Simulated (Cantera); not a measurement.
**Reactions in the system H-N-O-V**

Standard-state values (1 bar) from the NASA 1993 polynomials, evaluated with Cantera. Values are per mole of reaction as written; species without (g) are pure solids or liquids, kept so even where they would boil at 1 bar. VN: taken at fixed stoichiometry.

VN + O2(g) → NO2(g) + V

```
T (K)  ΔH° (kJ)  ΔS° (J/K)  ΔG° (kJ)  log10 K
-----  --------  ---------  --------  -------
450       250.4       24.1     239.5   -27.80
550       249.7       22.8     237.2   -22.53
650       249.1       21.7     235.0   -18.88
750       248.4       20.8     232.8   -16.22
850       247.9       20.1     230.8   -14.18
```

V + 3 H2(g) + 2 NO(g) → VO2(g) + 2 NH3(g)

```
T (K)  ΔH° (kJ)  ΔS° (J/K)  ΔG° (kJ)  log10 K
-----  --------  ---------  --------  -------
450      -514.8     -212.8    -419.0    48.64
550      -519.0     -221.2    -397.3    37.73
650      -522.5     -227.1    -374.9    30.12
750      -525.4     -231.3    -351.9    24.51
850      -528.1     -234.6    -328.6    20.20
```
